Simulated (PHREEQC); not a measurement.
**Buffer (model solution)**

Make-up at 20 °C: 0.0075 mol NaHCO3 and 0.0014 mol Na2HPO4 per kg of water. Closed to the air; pH follows from the charge balance.

Equilibrium calculation in PHREEQC: ion-association model, phreeqc.dat.

```
Property                      Result
--------------------  --------------
pH                              8.41
ionic strength        0.0117 mol/kgw
specific conductance       806 µS/cm
total alkalinity         8.90 meq/kg
```

```csv
species,molality,activity,log γ
Na+,0.0102,0.00919,-0.047
HCO3-,0.00728,0.00656,-0.046
HPO4-2,0.00132,0.000862,-0.186
CO3-2,0.000109,7.16e-5,-0.183
H2PO4-,6.12e-5,5.51e-5,-0.046
CO2,6.08e-5,6.09e-5,0.001
NaHCO3,3.48e-5,3.49e-5,0.001
NaHPO4-,1.72e-5,1.54e-5,-0.046
NaCO3-,1.06e-5,9.48e-6,-0.048
OH-,1.98e-6,1.77e-6,-0.049
PO4-3,2.45e-7,9.10e-8,-0.431
H+,4.24e-9,3.86e-9,-0.041
```

This is a speciation only: nothing precipitates in the calculation. Species that the database lacks are ignored.
